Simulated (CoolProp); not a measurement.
Vapour-liquid equilibrium of propane (1) + cyclopropane (2) at 47.05 °C; x and y are mole fractions of (1).

Computed with CoolProp (multi-fluid Helmholtz-energy mixture model, Lemmon 2009 and Polt 1992; pair parameters Bell 2016). This equation is an older, rougher fit; its heat capacities, sound speeds and derivatives of the liquid may be far off and weren't checked against measurements.

```tsv
x	bubble pressure (kPa)	y at the bubble point	dew pressure at overall composition x (kPa)	liquid density (mol/L)
0.05	1291	0.068	1283	13.62
0.125	1337	0.163	1319	13.29
0.2	1380	0.250	1355	12.98
0.275	1419	0.331	1392	12.67
0.35	1455	0.407	1428	12.37
0.425	1487	0.478	1463	12.09
0.5	1516	0.547	1496	11.81
0.575	1541	0.614	1527	11.55
0.65	1562	0.680	1553	11.30
0.725	1580	0.745	1575	11.07
0.8	1593	0.811	1591	10.84
0.875	1602	0.879	1602	10.63
0.95	1606	0.950	1606	10.43
```

No azeotrope shows between x = 0.05 and 0.95.

The pair parameters rest on a limited set of measurements; away from them the model extrapolates.
